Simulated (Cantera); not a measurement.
Feed: 1 mol N2O, 0.36 mol H2O, 0.062 mol H2, equilibrated at 2023.15 K and 1.50 bar.

Method: chemical equilibrium by Gibbs-energy minimisation in Cantera with the NASA 1993 tables (ideal gas, pure condensed phases). Candidate condensed phases: H2O; 24 gas species. Rates play no part.

Base state: N2 0.525, O2 0.243, H2O 0.221, NO 0.00716, OH 0.00319, O 0.000321, H2 0.000126, H 1.74e-5 (mole fractions); condensed: gas only.

Question: What changes in the equilibrium state with this change: N2O replaced by S?

Answer: 
```
species    before    after
-------  --------  -------
S2              0    0.447
H2O         0.221    0.238
H2       0.000126    0.141
N2          0.525        0
O2          0.243  2.22e-7
H2S             0   0.0642
SO2             0   0.0612
SO              0   0.0194
SH              0   0.0189
NO        0.00716        0
S2O             0  0.00687
```
Further candidate phases: H2SO4, S.

Question: What changes in the equilibrium state with this change: H2 from 0.062 to 0.67 mol?

Answer: 
```
species    before     after
-------  --------  --------
H2O         0.221     0.466
N2          0.525     0.453
O2          0.243    0.0726
H2       0.000126  0.000485
NO2       1.58e-5   4.37e-6
NO        0.00716   0.00364
```
